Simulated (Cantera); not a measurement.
Charge: 1 mol NiS, 22 mol H2, 78 mol N2, held at 0.713 Torr.

Equilibrium computed with Cantera from the NASA thermochemical tables; the gas is ideal and each condensed phase is pure. Candidate condensed phases: Ni, NiS, NiS2, Ni3S2, Ni3S4, S; 17 gas species. Kinetics and transport are ignored. All values below are at 1425 °C.

Base state: N2 0.773, H2 0.216, S2 0.00373, Ni 0.00273, H 0.00218, SH 0.000919, H2S 0.000632, S 0.000615 (mole fractions); condensed: Ni(s).

**Question.** What changes in the equilibrium state with this change: pressure from 0.713 Torr to 7.50 Torr?

**Answer.** 
| species | before | after |
|---|---|---|
| N2 | 0.773 | 0.776 |
| H2 | 0.216 | 0.216 |
| S2 | 0.00373 | 0.00342 |
| Ni | 0.00273 | 0.000260 |
| H | 0.00218 | 0.000672 |
| NiS | 0.000291 | 8.59e-5 |
| S | 0.000615 | 0.000181 |
| Ni(s), mol | 0.695 | 0.965 |
